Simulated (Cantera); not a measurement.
A perfectly stirred reactor is fed with CO : H2 : O2 : N2 = 1 : 0.1 : 0.367 : 1.38 (molar parts), at 4.64 atm; it is adiabatic with a 725 K inlet, and is followed from long to short residence time, starting on the burning branch (τ in s: 0.046, 0.015, 0.0049, 0.0016, 0.00053, 0.00017, 5.7e-05, 1.9e-05, 6.1e-06).

Computed with Cantera and GRI-Mech 3.0 (53 species, 325 reactions). The hydrogen kinetics of GRI-Mech 3.0 are dated; newer H2 mechanisms differ, most at raised pressure.

**Question.** Predict: blow-out, bracketed by the residence times tried; x(CO) at τ = 46.0 ms; x(H2) at τ = 46.0 ms; x(O2) at τ = 46.0 ms; x(H2O) at τ = 46.0 ms; x(O) at τ = 46.0 ms; x(CO) at τ = 0.530 ms; x(H2) at τ = 0.530 ms; x(O2) at τ = 0.530 ms; x(H2O) at τ = 0.530 ms; x(O) at τ = 0.530 ms.

**Answer.** 
- blow-out, bracketed by the residence times tried = burning at 19.0 µs, out at 6.10 µs
- x(CO) at τ = 46.0 ms = 0.153
- x(H2) at τ = 46.0 ms = 0.00330
- x(O2) at τ = 46.0 ms = 0.00287
- x(H2O) at τ = 46.0 ms = 0.0347
- x(O) at τ = 46.0 ms = 0.000666
- x(CO) at τ = 0.530 ms = 0.171
- x(H2) at τ = 0.530 ms = 0.00384
- x(O2) at τ = 0.530 ms = 0.0122
- x(H2O) at τ = 0.530 ms = 0.0311
- x(O) at τ = 0.530 ms = 0.00345
